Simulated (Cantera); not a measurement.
Mixture: 7.03 % CH4, 1.13 % C2H6, 1.20 % C3H8, 12.6 % O2, 78.1 % N2, equivalence ratio 1.9, at 458 Torr, adiabatic and at constant volume. Ignition delay is the time to a rise of 400 K.

Cantera simulation using GRI-Mech 3.0 (53 species, 325 reactions); the numbers are that mechanism's predictions, not measurements. GRI-Mech 3.0 was tuned for natural gas; its chemistry of propane as a main component is partial and can be far from experiment.

**Question.** Predict: delay at 1025 K; delay at 1175 K; delay at 1325 K; delay at 1475 K; delay at 1625 K; apparent activation energy between 1550 and 1700 K.

**Answer.** delay at 1025 K: 0.120 s
delay at 1175 K: 11.4 ms
delay at 1325 K: 1.45 ms
delay at 1475 K: 0.307 ms
delay at 1625 K: 0.102 ms
apparent activation energy between 1550 and 1700 K: 140 kJ/mol
